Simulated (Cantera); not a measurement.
# Catalytic combustion on Pt

An isothermal plug-flow reactor at 800 K and 5.00 bar (inlet), inlet velocity 1.6 m/s, active area per volume 2900 1/m; feed CO : O2 : N2 = 0.0066 : 0.08 : 0.79 (molar parts).

Model: Deutschmann's 1995 Pt surface mechanism with GRI-Mech 3.0 gas chemistry, integrated in Cantera. Catalytic surfaces can have several steady states; this one follows from the mechanism file's or the stated starting coverage. Mass transfer to the wall is taken as infinitely fast.

| z (m) | x CO | x O2 | x H2O | x CO2 | θ free Pt | θ O* | θ CO* |
|---|---|---|---|---|---|---|---|
| 5.4e-05 | 0.00465 | 0.0899 | <1e-12 | 0.00289 | 0.0568 | 0.933 | 0.0102 |
| 0.0001 | 0.00435 | 0.0898 | <1e-12 | 0.00319 | 0.0453 | 0.949 | 0.00599 |
| 0.0002 | 0.00395 | 0.0896 | <1e-12 | 0.00359 | 0.0376 | 0.959 | 0.00370 |
| 0.00039 | 0.00347 | 0.0894 | <1e-12 | 0.00408 | 0.0322 | 0.965 | 0.00236 |
| 0.00075 | 0.00288 | 0.0891 | <1e-12 | 0.00467 | 0.0281 | 0.970 | 0.00149 |
| 0.0014 | 0.00221 | 0.0888 | <1e-12 | 0.00533 | 0.0250 | 0.974 | 0.000904 |
| 0.0028 | 0.00141 | 0.0885 | <1e-12 | 0.00614 | 0.0224 | 0.977 | 0.000462 |
| 0.0054 | 0.000709 | 0.0882 | <1e-12 | 0.00685 | 0.0207 | 0.979 | 0.000197 |
x: gas mole fraction; θ: surface coverage.
